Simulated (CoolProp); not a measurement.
The numbers come from the reference Helmholtz-energy equation of state, Lemmon 2006 in CoolProp. It is a short technical equation, of lower accuracy than the large ones.

Problem. Give the vapour pressure (bar), liquid density (kg/m³), vapour Z, surface tension (mN/m) of saturated n-nonane at 466.3, 507.5 K.

Solution. 
```csv
T (K),p (bar),liquid density (kg/m³),vapour Z,surface tension (mN/m)
466.3,2.76,567,0.883,7.78
507.5,6.09,520,0.794,4.77
```

Surface tension comes from a separate correlation (Mulero 2012).
